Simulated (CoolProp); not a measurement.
n-decane at 457.74 K and 0.0159 MPa is compressed adiabatically to 0.0445 MPa with isentropic efficiency 0.9. Each further row changes one setting.

Values from CoolProp's reference Helmholtz-energy equation of state, Lemmon 2006. It is a short technical equation, of lower accuracy than the large ones.

```tsv
case	work (kJ/kg)	final temperature (K)	final density (kg/m³)
as stated	30.6	471.3	1.65
efficiency 1	27.5	470.0	1.66
efficiency 0.65	42.3	476.1	1.63
```
